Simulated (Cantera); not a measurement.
Standard-state values (1 bar) from the NASA 1993 polynomials, evaluated with Cantera. Values are per mole of reaction as written; species without (g) are pure solids or liquids, kept so even where they would boil at 1 bar.

### Question
Between 448 and 548 K, where is each reaction favourable under standard conditions?
- Ti2O3 + 4 TiCl3 → 3 TiO(g) + 3 TiCl4

### Answer
- Ti2O3 + 4 TiCl3 → 3 TiO(g) + 3 TiCl4: ΔG° is 1789 kJ at 448 K and 1706 kJ at 548 K; it stays positive (K < 1). ΔH° is 2164 kJ and ΔS° 835 J/K at 548 K.
